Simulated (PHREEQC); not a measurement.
0.083 g of hydrous ferric oxide (600 m²/g; 0.2 weak and 0.005 strong sites per Fe, Dzombak-Morel constants, diffuse double layer) in 1 kg of water with 0.05 mol/kgw of an inert sodium salt and 0.00058 mol NaH2PO4 and 3.6e-07 mol ZnCl2, at 25 °C; the pH is set by adding NaOH or the inert anion's acid. O2 is buffered at 0.21 atm. CO2 from the air is kept out. Nothing may precipitate in this run.

The series has 13 steps of pH, from 3 to 9.

Equilibrium calculation in PHREEQC: ion-association model, wateq4f.dat.

Task: Near which pH is half of the Zn sorbed, and on which side is more sorbed?

Result: Near pH 6.0, with more sorbed at higher pH.

Task: At which pH does the surface charge pass through zero?

Result: Near pH 5.0.

H3PO4, which wateq4f.dat lacks, is added to it with the constant of phreeqc.dat. The database has no phosphate complexes of Zn. The oxide is taken as insoluble; below pH 4 it would dissolve.
